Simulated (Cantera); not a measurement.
Ignition delay

Mixture: 4.17 % CH₄, 0.826 % CO, 20.0 % O₂, 75.0 % N₂, equivalence ratio 0.44, at 7500 Torr, adiabatic and at constant pressure. Ignition delay is the time to a rise of 400 K.

Detailed kinetics in Cantera: GRI-Mech 3.0 (53 species, 325 reactions).

| T0 (K) | delay (ms) |
|---|---|
| 1173 | 5.40 |
| 1273 | 1.50 |
| 1373 | 0.489 |
| 1473 | 0.181 |
| 1573 | 0.0755 |
| 1673 | 0.0348 |

apparent activation energy between 1473 and 1673 K: 170 kJ/mol
